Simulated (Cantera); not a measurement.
Premixed flame

A freely propagating, adiabatic, planar premixed flame of 7.48 % CH₄, 19.4 % O₂, 73.1 % N₂, unburnt at 498 K and 13300 Pa; mixture-averaged transport, grid criteria slope 0.08 and curve 0.16, no radiation.

Computed with Cantera and GRI-Mech 3.0 (53 species, 325 reactions). Burning velocities carry a grid error of a few per cent, more on coarse grids.

```
z (mm)  T (K)  u (m/s)     x CH₄    x O₂    x HCN    x N₂O     x NO  x NO₂
------  -----  -------  --------  ------  -------  -------  -------  -----
-6.88     498     1.13    0.0748   0.194    <1e-8    <1e-8    <1e-8  <1e-8
-4.59     498     1.14    0.0747   0.194    <1e-8    <1e-8    <1e-8  <1e-8
-3.44     501     1.14    0.0744   0.194    <1e-8    <1e-8    <1e-8  <1e-8
-2.29     532     1.22    0.0724   0.191    <1e-8    <1e-8  1.41e-8  <1e-8
-1.15     813     1.88    0.0560   0.171  7.16e-8    <1e-8  2.20e-7  <1e-8
-0.573   1162     2.72    0.0328   0.138  2.35e-7    <1e-8  6.22e-7  <1e-8
0        1511     3.56   0.00923  0.0966  5.25e-7    <1e-8  1.43e-6  <1e-8
0.573    1656     3.91  0.000991  0.0711  4.67e-7  1.66e-8  2.42e-6  <1e-8
1.15     1689     3.98   6.15e-5  0.0615  2.04e-7  2.24e-8  3.11e-6  <1e-8
2.29     1718     4.03   2.01e-7  0.0558  2.55e-8  2.56e-8  4.00e-6  <1e-8
4.59     1756     4.10     <1e-8  0.0530    <1e-8  2.61e-8  5.43e-6  <1e-8
9.17     1806     4.20     <1e-8  0.0515    <1e-8  2.80e-8  7.94e-6  <1e-8
18.3     1869     4.33     <1e-8  0.0501    <1e-8  3.20e-8  1.23e-5  <1e-8
```
x: mole fraction of selected species; z is measured from the peak of heat release.

```
Quantity                    Result
------------------------  --------
laminar burning velocity  113 cm/s
thermal thickness          2.29 mm
peak x(HCN)                5.70e-7
grid points                    153
```
